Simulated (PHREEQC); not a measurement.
Make-up at 15 °C: 0.23 mol H2SO4, 0.00013 mol MnSO4 and 0.031 mol MgSO4 per kg of water. Closed to the air; pH follows from the charge balance.

Equilibrium calculation in PHREEQC: ion-association model, phreeqc.dat.

| quantity | before | after |
|---|---|---|
| pH | 0.71 | 0.97 |
| ionic strength (mol/kgw) | 0.354 | 0.193 |
| HSO4- (mol/kgw) | 0.209 | 0.0967 |
| SO4-2 (mol/kgw) | 0.0415 | 0.0286 |

Problem. What was changed between the two runs?
A) MgSO4 from 0.031 to 0.0341 mol/kgw
B) diluted 2-fold with water
C) 0.013 mol/kgw KCl added
D) temperature from 15 to 40 °C
E) MgSO4 from 0.031 to 0.0155 mol/kgw

Solution. B, diluted 2-fold with water

This is a speciation only: nothing precipitates in the calculation.
